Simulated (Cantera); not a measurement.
Feed: 1 mol Si2H6, 0.11 mol O2, 7.6 mol H2, equilibrated at 1523 K and 1.00 mbar.

These are equilibrium values from Cantera (NASA tables, ideal gas, pure condensed phases), not measurements of a reactor. Candidate condensed phases: H2O, Si, SiO2; 18 gas species. The feed counts by its element totals alone. The numbers say what is thermodynamically allowed, not how fast it happens.

Base state: H2 0.979, SiO 0.0203, H 0.000723, Si 1.80e-5 (mole fractions); condensed: Si(s).

Task: What changes in the equilibrium state with this change: temperature from 1523 K to 2000 K?

Result: 
```json
[
 {"species": "H2", "before": "0.979", "after": "0.888"},
 {"species": "H", "before": "0.000723", "after": "0.0484"},
 {"species": "Si", "before": "1.80e-5", "after": "0.0435"},
 {"species": "SiO", "before": "0.0203", "after": "0.0189"},
 {"species": "Si3", "before": "5.14e-9", "after": "9.68e-5"},
 {"species": "Si2", "before": "2.71e-8", "after": "0.000451"},
 {"species": "Si(s), mol", "before": "1.78", "after": "0"},
 {"species": "Si(l), mol", "before": "0", "after": "1.25"}
]
```
Gases not in the tables: Si2H6 and higher silanes.
